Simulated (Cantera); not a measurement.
Input (Python, Cantera) and output of one run.

```python
import numpy as np
import cantera as ct

gas_names = """
    C CO COS CO2 CS CS2 C2 C2O C3 C3O2 C4 C5 Mg MgO MgS Mg2 O O2 O3 S SO SO2 SO3 S2 S2O S8
""".split()
cond_names = """
    C(gr) Mg(cr) Mg(L) MgCO3(s) MgO(s) MgO(L) MgS(s) MgSO4(s) MgSO4(L) S(cr1) S(cr2) S(L)
""".split()


def load(file, names, dense=False):
    # The tables refer to 1 bar. Condensed volumes are neglected.
    table = {s.name: s for s in ct.Species.list_from_file(file)}
    out = []
    for n in names:
        d = dict(table[n].input_data)
        d["thermo"] = dict(d["thermo"], **{"reference-pressure": 1e5})
        if dense:
            d["equation-of-state"] = {"model": "constant-volume", "density": "1e6 g/cm^3"}
        out.append(ct.Species.from_dict(d))
    return out


gas = ct.Solution(thermo="ideal-gas", species=load("nasa_gas.yaml", gas_names))
cond = {s.name: ct.Solution(thermo="fixed-stoichiometry", species=[s], name=s.name)
        for s in load("nasa_condensed.yaml", cond_names, dense=True)}
atoms = {
    'MgSO4': {'Mg': 1, 'S': 1, 'O': 4},
    'C': {'C': 1},
    'CO2': {'C': 1, 'O': 2},
}
top_T = {'C(gr)': 4500, 'MgS(s)': 2250}  # K; cautious upper limits of use, not melting points


def equilibrate(T, P, feed):
    n = {}
    for name, mol in feed.items():
        for a, k in atoms[name].items():
            n[a] = n.get(a, 0.0) + k * mol
    gas.TPX = T, P, n
    mass = sum(n.values()) * gas.mean_molecular_weight
    gas.equilibrate("TP")
    valid = [c for c in cond.values() if c.min_temp <= T <= top_T.get(c.name, c.max_temp)]
    mix = ct.Mixture([(gas, mass / gas.mean_molecular_weight)] + [(c, 0.0) for c in valid])
    mix.T, mix.P = T, P
    mix.equilibrate("TP", solver="vcs", rtol=1e-11, max_steps=5000)
    return mix


results = []
feed = {'MgSO4': 1, 'C': 0.0069, 'CO2': 0.16}  # mol
P = 240  # Pa
for T in [625, 825, 1025, 1225, 1425, 1625, 1825]:
    mix = equilibrate(T, P, feed)
    results.append((T, P, feed, dict(zip(mix.species_names, mix.species_moles))))

top = {s: max(r[3][s] / sum(r[3][g] for g in gas_names) for r in results) for s in gas_names}
cols = sorted((s for s in top if top[s] > 0.0001), key=lambda s: -top[s])[:5]
seen = [c for c in cond_names if any(r[3].get(c, 0) > 1e-12 for r in results)]
print("log10 of partial pressures in bar; condensed amounts in mol")
print(f"{'T/K':>10s}" + "".join(f"{s[:9]:>10s}" for s in cols + seen))
for T, P, feed, n in results:
    ng = sum(n[g] for g in gas_names)
    print(f"{T:10.4g}" + "".join(f"{np.log10(max(n[s] / ng * P / 1e5, 1e-99)):10.3f}" for s in cols)
          + "".join(f"{n.get(c, 0):10.4g}" for c in seen))
```

Result:

```
log10 of partial pressures in bar; condensed amounts in mol
       T/K       CO2       SO2        O2       SO3         O    MgO(s)  MgSO4(s)
       625    -2.652    -3.773   -27.391   -14.127   -31.392   0.01301     0.987
       825    -2.654    -3.737   -11.993    -8.391   -18.596    0.0138    0.9862
      1025    -2.797    -3.243    -3.658    -4.939   -11.311   0.06094    0.9391
      1225    -3.617    -2.842    -3.149    -5.092    -8.950         1         0
      1425    -3.617    -2.840    -3.147    -5.666    -7.431         1         0
      1625    -3.618    -2.840    -3.147    -6.096    -6.284         1         0
      1825    -3.622    -2.841    -3.148    -6.431    -5.387         1         0
```

These are equilibrium values from Cantera (NASA tables, ideal gas, pure condensed phases), not measurements of a reactor. Mutual solubility and eutectic melting of coexisting phases are not modelled. Gases not in the tables: S3 to S7.
